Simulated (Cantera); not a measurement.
Charge: 1 mol SiHCl₃, 51 mol N₂, 5.9 mol H₂, equilibrated at 1777 °C and 133 Pa.

These are equilibrium values from Cantera (NASA tables, ideal gas, pure condensed phases), not measurements of a reactor. The tables' values for SiCl, SiN are old estimates; treat these amounts as uncertain. Equilibrium is a limit: real reactors are often held back by kinetics, nucleation or transport.

```csv
species,before,after
N₂,0.847,0.860
H₂,0.0809,0.0937
HCl,0.0329,0.0239
H,0.0177,0.00458
Si,0.0101,0.00304
SiCl₂,0.00527,0.0125
SiCl₃,4.31e-6,2.86e-5
Si₂N,1.72e-5,0.000112
Cl,0.00532,0.000865
SiH₂,1.98e-6,1.19e-5
Si₂,2.05e-5,3.20e-5
SiH,6.35e-5,8.53e-5
```
Gas species are given as mole fractions.

Question: Which change was made?
A. temperature from 1777 °C to 777 °C
B. temperature from 1777 °C to 950 °C
C. temperature from 1777 °C to 1000 °C
D. pressure from 133 Pa to 2300 Pa

Answer: D, pressure from 133 Pa to 2300 Pa. The tables' values for SiCl, SiN, SiCl₃ are old estimates; treat these amounts as uncertain. Gases not in the tables: Si₂H₆ and higher silanes
